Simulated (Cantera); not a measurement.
Charge: 1 mol B2O3, 2.6 mol HCl, a varied amount of O2, at 0.100 bar.

Equilibrium computed with Cantera from the NASA thermochemical tables; the gas is ideal and each condensed phase is pure. Candidate condensed phases: B, B2O3, B3O3H3, H2O; 33 gas species. The tables' values for BCl2 are old estimates. The numbers say what is thermodynamically allowed, not how fast it happens.

Problem. What condenses at these points (T in °C, n(O2) in mol): (1625, 3.3); (1450, 1.8); (1525, 6.1); (1425, 1.3); (1625, 1.8)?

Solution. 
| T (°C) | n(O2) in mol | condensed phases | B condensed (%) |
|---|---|---|---|
| 1625 | 3.3 | gas only | 0.0 |
| 1450 | 1.8 | B2O3 | 76.9 |
| 1525 | 6.1 | B2O3 | 27.9 |
| 1425 | 1.3 | B2O3 | 82.8 |
| 1625 | 1.8 | gas only | 0.0 |
